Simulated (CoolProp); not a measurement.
Model: reference Helmholtz-energy equation of state, Zhou 2011, in CoolProp.

Give the vapour pressure (bar), enthalpy of vaporisation (kJ/kg), vapour Z, surface tension (mN/m) of saturated dimethyl carbonate at 98.15, 106.55 °C.


```
T (°C)  p (bar)  enthalpy of vaporisation (kJ/kg)  vapour Z  surface tension (mN/m)
------  -------  --------------------------------  --------  ----------------------
98.15      1.30                               370     0.965                    17.9
106.55     1.67                               364     0.958                    16.8
```

Surface tension comes from a separate correlation (Mulero 2014).
